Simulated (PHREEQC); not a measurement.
# Acid rinse or clean (model solution)

Make-up at 25 °C: 0.006 mol HBr and 7.5e-05 mol AlCl3 per kg of water. Closed to the air; pH follows from the charge balance.

Equilibrium calculation in PHREEQC: ion-association model, wateq4f.dat.

No solid was allowed to form.

What pH does the model give?

pH 2.25.

Complexes and solids missing from the database can't appear.
